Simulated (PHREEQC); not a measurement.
Solution (23 °C and 10 atm): 0.0032 mol/kgw NH3, 0.012 mol/kgw H3BO3 and 0.0019 mol/kgw K3PO4. Closed to the air; pH follows from the charge balance.

Equilibrium calculation in PHREEQC: ion-association model, phreeqc.dat.

```tsv
quantity	before	after
pH	8.94	9.16
ionic strength (mol/kgw)	0.00986	0.0103
H3BO3 (mol/kgw)	0.00777	0.00733
H2BO3- (mol/kgw)	0.00423	0.00467
NH4+ (mol/kgw)	0.00231	0.00275
NH3 (mol/kgw)	0.000889	0.000447
```

Question: What was changed between the two runs?
A) 0.00042 mol/kgw KCl added
B) temperature from 23 to 5 °C
C) 0.0063 mol/kgw Na2SO4 added
D) K3PO4 replaced by KHSO4 at the same molality

Answer: B, temperature from 23 to 5 °C

This is a speciation only: nothing precipitates in the calculation. At this temperature some constants are extrapolated from 25 °C, and those without enthalpy data are left unchanged.
